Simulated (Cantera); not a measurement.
An isothermal, constant-pressure homogeneous reactor starts with C2H6 : N2 = 1 : 830 (molar parts), at 1773 K and 0.000120 bar.

Model: GRI-Mech 3.0 (53 species, 325 reactions), integrated in Cantera. GRI-Mech 3.0 stops at C3 and has no aromatics, soot or wall deposition, so with more carbon than oxygen in the feed, carbon stays in small species such as C2H2 where larger ones or solid carbon would form. Radical loss at walls, strong at low pressure, is not modelled.

x: mole fraction; the columns are a selection and need not sum to one.

```
t (s)       x C2H6     x CH4       x H     x CH2     x HCN      x H2     x C2H
--------  --------  --------  --------  --------  --------  --------  --------
3.00e-5    0.00120  4.18e-12  7.74e-10    <1e-12    <1e-12    <1e-12    <1e-12
0.000102   0.00120  4.73e-11   2.64e-9    <1e-12    <1e-12  2.67e-12    <1e-12
0.000344   0.00119  5.39e-10   9.19e-9  2.90e-12    <1e-12  3.09e-11    <1e-12
0.00116    0.00117   6.13e-9   3.50e-8  1.25e-10    <1e-12  3.78e-10    <1e-12
0.00393    0.00108   6.87e-8   2.02e-7   4.87e-9    <1e-12   5.91e-9    <1e-12
0.0133    0.000836   7.31e-7   3.01e-6   1.61e-7  9.77e-12   1.97e-7    <1e-12
0.0451    0.000345   6.47e-6   5.87e-5   3.55e-6   1.04e-8   9.50e-6  2.26e-11
0.152      1.22e-5   3.27e-5  0.000360   1.53e-5   4.27e-6  0.000231         …
0.516      1.01e-8   6.92e-5  0.000413   9.75e-6   3.42e-5   0.00129         …
1.75      3.19e-10   5.18e-5  0.000254   2.89e-6   6.71e-5   0.00207         …
5.91      1.17e-11   1.46e-5  0.000176   7.57e-7   9.06e-5   0.00227         …
20.0        <1e-12   1.69e-6  0.000158   1.11e-7  0.000106   0.00232         …
```

Q: Complete the blanks.

A: 
- 0.152, x C2H: 1.71e-7
- 0.516, x C2H: 1.67e-6
- 1.75, x C2H: 1.03e-6
- 5.91, x C2H: 6.86e-7
- 20.0, x C2H: 6.07e-7
